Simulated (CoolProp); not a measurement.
A closed Brayton cycle with dry air: compressor inlet 316.15 K and 7.3 MPa, high pressure 22.4 MPa, turbine inlet 895 K, compressor efficiency 0.8, turbine efficiency 0.85, recuperator effectiveness 0 (on enthalpy, no pinch check). Each further row changes one setting.

Model: reference Helmholtz-energy equation of state, Lemmon 2000, in CoolProp. It is a pseudo-pure fit of the blend.

```tsv
case	thermal efficiency (%)	net work (kJ/kg)	compressor to turbine work	compressor exit (K)	turbine exit (K)
as stated	___	66.2	0.70	466.2	701.6
turbine inlet 845 K	___	53.7	___	466.2	660.7
compressor inlet 326.15 K	13.1	___	0.73	___	701.6
high pressure 19 MPa	12.6	___	___	441.1	727.0
recuperator effectiveness 0.5	___	66.2	0.70	466.2	701.6
```

Task: Some entries are withheld; supply them.

Result: 
- as stated, thermal efficiency (%): 13.8
- turbine inlet 845 K, thermal efficiency (%): 12.7
- turbine inlet 845 K, compressor to turbine work: 0.74
- compressor inlet 326.15 K, net work (kJ/kg): 60.9
- compressor inlet 326.15 K, compressor exit (K): 480.8
- high pressure 19 MPa, net work (kJ/kg): 63.9
- high pressure 19 MPa, compressor to turbine work: 0.67
- recuperator effectiveness 0.5, thermal efficiency (%): 18.7
